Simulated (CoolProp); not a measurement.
Vapour-liquid equilibrium of propylene (1) + R142b (2) at 270.5 K; x and y are mole fractions of (1).

Values from CoolProp's multi-fluid Helmholtz-energy mixture model, Lemmon 2013 and Lemmon 2006; pair parameters Bell 2016.

Problem. Give the bubble pressure and the first vapour's composition at x = 0.275, 0.575, 0.65. Is there an azeotrope?

Solution. x = 0.275: 0.2608 MPa, y = 0.616; x = 0.575: 0.3846 MPa, y = 0.830; x = 0.65: 0.4124 MPa, y = 0.864. No azeotrope shows between x = 0.05 and 0.95.

Pair parameters are fitted to limited data, so mixtures are less certain than the pure fluids.
